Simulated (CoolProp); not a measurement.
Vapour-liquid equilibrium of benzene (1) + n-nonane (2) at 0.129 MPa; x and y are mole fractions of (1).

Computed with CoolProp (multi-fluid Helmholtz-energy mixture model, Thol 2012 and Lemmon 2006; pair parameters Bell 2016).

Q: Give the bubble temperature and the first vapour's composition at x = 0.05, 0.275, 0.8. Is there an azeotrope?

A: x = 0.05: 421.8 K, y = 0.281; x = 0.275: 391.6 K, y = 0.757; x = 0.8: 367.2 K, y = 0.959. No azeotrope shows between x = 0.05 and 0.95.

Pair parameters are fitted to limited data, so mixtures are less certain than the pure fluids.
